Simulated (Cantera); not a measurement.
A closed system holds: 1 mol borazine, 0.93 mol N₂, at 18.0 Pa.

These are equilibrium values from Cantera (NASA tables, ideal gas, pure condensed phases), not measurements of a reactor. Candidate condensed phases: B, BN; 15 gas species. The feed counts by its element totals alone. Kinetics and transport are ignored.

### Question
What share of the B ends up in condensed phases as a function of T (K), at 1923, 1973, 2023, 2073, 2123, 2173, 2223?

### Answer
```csv
T (K),B condensed (%),as
1923,99.9,BN(s)
1973,99.9,B(s)
2023,99.7,B(s)
2073,99.5,B(s)
2123,98.9,B(s)
2173,97.7,B(s)
2223,95.4,B(s)
```
